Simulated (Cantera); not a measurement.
Input: 1 mol SiCl₄, 0.71 mol Cl₂, 11 mol H₂, at 0.100 bar.

These are equilibrium values from Cantera (NASA tables, ideal gas, pure condensed phases), not measurements of a reactor. Candidate condensed phases: Si; 19 gas species. The tables' values for SiCl₃ are old estimates; treat these amounts as uncertain. Equilibrium is a limit: real reactors are often held back by kinetics, nucleation or transport.

log p: log10 of the partial pressure in bar; nothing condenses.

```
T (K)  log p H₂  log p HCl  log p SiCl₄  log p SiCl₂  log p SiCl₃
-----  --------  ---------  -----------  -----------  -----------
1000      -1.09      -1.94        -2.13        -5.79        -4.65
1050      -1.09      -1.93        -2.14        -5.07        -4.23
1100      -1.10      -1.92        -2.16          [?]        -3.87
1150      -1.10      -1.90        -2.18        -3.89        -3.56
1200      -1.10      -1.87        -2.22        -3.43        -3.30
1250      -1.11      -1.84        -2.29        -3.06        -3.10
1300      -1.12        [?]          [?]          [?]        -2.97
1350      -1.13      -1.74        -2.52        -2.59        -2.90
1400      -1.14      -1.70        -2.69        -2.44        -2.88
1450      -1.15      -1.67        -2.89        -2.34        -2.90
```

Problem. Some entries are withheld; supply them.

Solution. 
- 1300, log p HCl: -1.79
- 1300, log p SiCl₄: -2.39
- 1300, log p SiCl₂: -2.79
- 1100, log p SiCl₂: -4.44
